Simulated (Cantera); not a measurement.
Feed: 1 mol Si3N4, 0.04 mol C, 0.015 mol N2, held at 2127 °C and 1 atm.

These are equilibrium values from Cantera (NASA tables, ideal gas, pure condensed phases), not measurements of a reactor. Mutual solubility and eutectic melting of coexisting phases are not modelled. The tables' values for SiN are old estimates; treat these amounts as uncertain. The numbers say what is thermodynamically allowed, not how fast it happens.

| species | before | after |
|---|---|---|
| Si | 0.00215 | 0.593 |
| N2 | 0.997 | 0.402 |
| SiC2 | 1.45e-5 | 0.00317 |
| C | 7.35e-9 | 0.000125 |
| SiC | 1.09e-7 | 2.67e-5 |
| CN | 8.07e-6 | 0.000630 |
| Si2N | 0.000242 | 4.42e-6 |
| Si2 | 4.91e-5 | 0.000196 |
| Si2C | 0.000235 | 0.000832 |
| Si(l), mol | 2.95 | 0 |
| SiC(s), mol | 0.0394 | 0 |
Gas species are given as mole fractions.

**Question.** Name the change that produced these shifts.
A. temperature from 2127 °C to 2327 °C
B. temperature from 2127 °C to 1550 °C
C. pressure from 1 atm to 5.30 Pa
D. pressure from 1 atm to 1.33 mbar

**Answer.** C, pressure from 1 atm to 5.30 Pa
